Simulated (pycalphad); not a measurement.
## Effect of Sn content in Si-Sn

Computed with pycalphad from the COST 507 light-alloy database (1999), at 1 atm. The data set is of 1999 and partly superseded. Amounts are mole fractions of atoms.

Problem. One of these alloys has its liquidus at 1347 °C, its solidus at 232 °C, and holds DIAMOND_A4 0.54, LIQUID 0.46 at 677 °C. Which?
A. Si-90.39Sn (wt.%)
B. Si-78.26Sn (wt.%)
C. Si-55.8Sn (wt.%)
D. Si-97.98Sn (wt.%)

Solution. B, Si-78.26Sn (wt.%). The others: Si-55.8Sn (wt.%), liquidus 1366, solidus 232; Si-90.39Sn (wt.%), liquidus 1295, solidus 232; Si-97.98Sn (wt.%), liquidus 1136, solidus 232

DIAMOND_A4 is diamond (Si).
